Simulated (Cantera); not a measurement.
**Equilibrium for calcination and drying: Mg(OH)2 + H2 + H2O**

Input: 1 mol Mg(OH)2, 0.12 mol H2, 3 mol H2O, held at 1.80 mbar.

Cantera equilibrium calculation (NASA polynomials, part measured and part estimated; ideal gas, pure solids and liquids). Candidate condensed phases: H2O, Mg, MgO, Mg(OH)2; 15 gas species. Equilibrium is a limit: real reactors are often held back by kinetics, nucleation or transport.

From 1448 K to 2098 K the condensed part is MgO(s). The main Mg-bearing gas is Mg(OH)2 at 1448 K and Mg at 2098 K.

| T (K) | x H2O | x H2 | x OH | x O2 | x H | x O | x Mg | x MgOH | n MgO(s) |
|---|---|---|---|---|---|---|---|---|---|
| 1448 | 0.971 | 0.0291 | 2.94e-5 | 5.23e-7 | 3.71e-5 | 3.33e-8 | 4.14e-9 | 2.62e-9 | 1.00 |
| 1498 | 0.971 | 0.0291 | 6.53e-5 | 2.09e-6 | 6.91e-5 | 1.35e-7 | 1.59e-8 | 8.45e-9 | 1.000 |
| 1548 | 0.971 | 0.0291 | 0.000138 | 7.65e-6 | 0.000124 | 4.98e-7 | 5.58e-8 | 2.52e-8 | 1.000 |
| 1598 | 0.970 | 0.0292 | 0.000277 | 2.57e-5 | 0.000214 | 1.69e-6 | 1.81e-7 | 7.03e-8 | 1.000 |
| 1648 | 0.970 | 0.0294 | 0.000534 | 7.99e-5 | 0.000360 | 5.33e-6 | 5.47e-7 | 1.84e-7 | 1.000 |
| 1698 | 0.968 | 0.0298 | 0.000983 | 0.000228 | 0.000588 | 1.56e-5 | 1.56e-6 | 4.57e-7 | 1.000 |
| 1748 | 0.966 | 0.0307 | 0.00173 | 0.000589 | 0.000943 | 4.20e-5 | 4.27e-6 | 1.08e-6 | 1.000 |
| 1798 | 0.962 | 0.0325 | 0.00291 | 0.00136 | 0.00150 | 0.000104 | 1.14e-5 | 2.49e-6 | 1.000 |
| 1848 | 0.954 | 0.0358 | 0.00464 | 0.00274 | 0.00236 | 0.000234 | 2.99e-5 | 5.55e-6 | 1.000 |
| 1898 | 0.943 | 0.0407 | 0.00705 | 0.00490 | 0.00372 | 0.000484 | 7.82e-5 | 1.21e-5 | 1.000 |
| 1948 | 0.927 | 0.0474 | 0.0103 | 0.00790 | 0.00580 | 0.000931 | 0.000201 | 2.57e-5 | 0.999 |
| 1998 | 0.907 | 0.0559 | 0.0144 | 0.0118 | 0.00894 | 0.00169 | 0.000506 | 5.31e-5 | 0.997 |
| 2048 | 0.880 | 0.0660 | 0.0197 | 0.0167 | 0.0136 | 0.00292 | 0.00124 | 0.000106 | 0.994 |
| 2098 | 0.845 | 0.0775 | 0.0261 | 0.0226 | 0.0202 | 0.00486 | 0.00294 | 0.000205 | 0.986 |
x: gas mole fraction; n: condensed amount in mol.
